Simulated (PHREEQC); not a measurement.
A solution holds 0.019 mol HF, 0.0042 mol NaF and 0.00011 mol H2SiF6 per kg of water, at 40 °C. Closed to the air; pH follows from the charge balance.

All values are PHREEQC results (ion-association model, phreeqc.dat), not measurements.

| quantity | before | after |
|---|---|---|
| pH | 2.76 | 2.52 |
| ionic strength (mol/kgw) | 0.00616 | 0.00756 |
| F- (mol/kgw) | 0.00544 | 0.00632 |
| HF2- (mol/kgw) | 0.000388 | 0.000904 |
| NaF (mol/kgw) | 1.10e-5 | 1.26e-5 |
| SI of Quartz (SiO2) | -5.07 | -6.42 |

Task: Which change was made?
A) HF left out
B) HF from 0.019 to 0.038 mol/kgw
C) H2SiF6 from 0.00011 to 2.2e-05 mol/kgw
D) HF replaced by (NH4)2SiF6 at the same molality

Result: B, HF from 0.019 to 0.038 mol/kgw

Precipitation was switched off in this run. At this temperature some constants are extrapolated from 25 °C, and those without enthalpy data are left unchanged. SiF6-2 is the database's only silicon fluoride.
